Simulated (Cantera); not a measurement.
A closed system holds: 1 mol TiO₂, 0.015 mol HCl, a varied amount of O₂, 0.016 mol H₂O, equilibrated at 1125 K and 8.25 Torr.

Method: chemical equilibrium by Gibbs-energy minimisation in Cantera with the NASA 1993 tables (ideal gas, pure condensed phases). Candidate condensed phases: H₂O, Ti, TiCl₂, TiCl₃, TiCl₄, TiO, TiO₂, Ti₂O₃, Ti₃O₅, Ti₄O₇; 23 gas species. Condensed phases not in the tables: TiOCl. The numbers say what is thermodynamically allowed, not how fast it happens.

Question: At 0.32 mol O₂, list the 5 most abundant gas species with their mole fractions, and the condensed phases.

Answer: O₂ 0.911, H₂O 0.0464, HCl 0.0412, Cl₂ 0.000561, Cl 0.000463. Condensed: TiO₂(rutile).
